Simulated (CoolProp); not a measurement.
Vapour-liquid equilibrium of R227EA (1) + n-butane (2) at 301.9 K; x and y are mole fractions of (1).

Values from CoolProp's multi-fluid Helmholtz-energy mixture model, Lemmon 2016 and Bücker 2006; pair parameters Bell 2016.

```csv
x,"bubble pressure, mixture model (bar)","bubble pressure, Raoult's law (bar)","y, mixture model","y, Raoult's law"
0.05,3.553,2.848,…,0.089
0.125,4.371,3.025,…,0.210
0.2,4.862,3.202,0.490,0.318
0.275,5.161,3.379,…,0.414
0.35,5.352,3.556,0.569,0.501
0.425,…,3.734,0.594,0.580
0.5,5.579,3.911,…,0.651
0.575,5.648,4.088,0.645,0.716
0.65,5.691,4.265,0.676,0.776
0.725,5.698,4.442,0.714,0.831
0.8,5.653,4.620,…,0.882
0.875,5.534,4.797,…,0.929
0.95,5.313,4.974,…,0.973
```

Question: What belongs in the gaps?

Answer: 
- 0.05, y, mixture model: 0.248
- 0.125, y, mixture model: 0.411
- 0.275, y, mixture model: 0.537
- 0.425, bubble pressure, mixture model (bar): 5.483
- 0.5, y, mixture model: 0.619
- 0.8, y, mixture model: 0.763
- 0.875, y, mixture model: 0.829
- 0.95, y, mixture model: 0.919

The largest gap from Raoult's law is +52.7 % in bubble pressure, at x = 0.275. y crosses x between x = 0.65 and 0.725: the model has an azeotrope there.

Pair parameters are fitted to limited data, so mixtures are less certain than the pure fluids. With so large a gap from Raoult's law the liquid may split in two, which this calculation doesn't test in full.
